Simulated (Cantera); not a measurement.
Feed: 1 mol Ta2O5, a varied amount of H2, 0.26 mol H2O, equilibrated at 1700 K and 3100 Pa.

Equilibrium computed with Cantera from the NASA thermochemical tables; the gas is ideal and each condensed phase is pure. Candidate condensed phases: H2O, Ta, Ta2O5; 12 gas species. Equilibrium is a limit: real reactors are often held back by kinetics, nucleation or transport.

### Question
At 280 mol H2, list the 3 most abundant gas species with their mole fractions, and the condensed phases.

### Answer
H2 0.998, H2O 0.000927, H 0.000836. Condensed: Ta2O5(s).
